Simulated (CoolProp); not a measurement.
Computed with CoolProp (reference Helmholtz-energy equation of state, Lemmon 2006). It is a short technical equation, of lower accuracy than the large ones.

### Question
For hydrogen sulfide, give the phase and the Z, speed of sound (m/s), isothermal compressibility (1/MPa) at 20.35 °C and 316 kPa.

### Answer
- 20.35 °C and 316 kPa: gas; Z 0.975, speed of sound 303, isothermal compressibility 3.25
